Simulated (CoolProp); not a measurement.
n-butane along the isobar 0.651 MPa: density (kg/m³) from the reference equation and from simpler models built on Tc = 425.1 K, pc = 3.796 MPa, ω = 0.201; each cubic takes its own stable root.

Computed with CoolProp (reference Helmholtz-energy equation of state, Bücker 2006).

```json
[
 {"T (K)": "286.9", "phase": "liquid", "reference": "586.4"},
 {"T (K)": "318.9", "phase": "liquid", "reference": "548.2"},
 {"T (K)": "350.9", "phase": "gas", "reference": "14.78"},
 {"T (K)": "383", "phase": "gas", "reference": "13.03"},
 {"T (K)": "415", "phase": "gas", "reference": "11.74"},
 {"T (K)": "447", "phase": "gas", "reference": "10.72"},
 {"T (K)": "479", "phase": "gas", "reference": "9.887"},
 {"T (K)": "511", "phase": "gas", "reference": "9.188"},
 {"T (K)": "543", "phase": "gas", "reference": "8.590"},
 {"T (K)": "575", "phase": "gas", "reference": "8.071"}
]
```

Task: How far does each simpler model (van der Waals, Redlich-Kwong) lie from the reference over these 10 states: mean and median of the absolute difference, and the worst?

Result: 
- van der Waals: mean 14.3 %, median 0.7 %, worst -97.1 % at 318.9 K and 0.651 MPa
- Redlich-Kwong: mean 2.4 %, median 0.4 %, worst -11.1 % at 318.9 K and 0.651 MPa

At some of these states van der Waals gives the other phase, because its saturation line lies elsewhere.
